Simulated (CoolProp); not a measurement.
Toluene at 501.24 K and 0.401 MPa is compressed adiabatically to 2.94 MPa with isentropic efficiency 0.85. Each further row changes one setting.

The numbers come from the reference Helmholtz-energy equation of state, Lemmon 2006 in CoolProp. It is a short technical equation, of lower accuracy than the large ones.

```csv
case,work (kJ/kg),final temperature (K),final density (kg/m³)
as stated,92.0,579.4,90.2
efficiency 1,78.2,574.6,94.2
efficiency 0.65,120,589.7,83.5
```
